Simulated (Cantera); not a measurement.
Input: 1 mol n-butane, 0.52 mol NH3, 16 mol H2, held at 2323.15 K and 10.0 mbar.

These are equilibrium values from Cantera (NASA tables, ideal gas, pure condensed phases), not measurements of a reactor. Candidate condensed phases: C, C6H6, C7H8, C8H18; 92 gas species. Kinetics and transport are ignored.

Base state: H2 0.880, H 0.102, N2 0.00904, C2H2 (acetylene) 0.00426, HCN 0.00392, HNC 0.000369, C2H 2.37e-5, CN 2.01e-5 (mole fractions); condensed: C(graphite).

**Question.** What changes in the equilibrium state with this change: pressure from 10.0 mbar to 24.0 Pa?

**Answer.** 
```json
[
 {"species": "H", "before": "0.102", "after": "0.494"},
 {"species": "H2", "before": "0.880", "after": "0.493"},
 {"species": "N2", "before": "0.00904", "after": "0.00737"},
 {"species": "C2H2 (acetylene)", "before": "0.00426", "after": "0.00239"},
 {"species": "C3", "before": "2.55e-6", "after": "0.000106"},
 {"species": "C", "before": "1.21e-6", "after": "5.06e-5"},
 {"species": "CN", "before": "2.01e-5", "after": "0.000117"},
 {"species": "C2H", "before": "2.37e-5", "after": "0.000115"},
 {"species": "HNC", "before": "0.000369", "after": "0.000249"},
 {"species": "C(graphite), mol", "before": "3.70", "after": "3.75"}
]
```

**Question.** What changes in the equilibrium state with this change: temperature from 2323.15 K to 2050 K?

**Answer.** 
```csv
species,before,after
H2,0.880,0.964
H,0.102,0.0223
N2,0.00904,0.0107
C2H2 (acetylene),0.00426,0.00102
C2H,2.37e-5,5.23e-7
CN,2.01e-5,1.10e-6
HNC,0.000369,0.000113
HCN,0.00392,0.00181
"C(graphite), mol",3.70,3.91
```
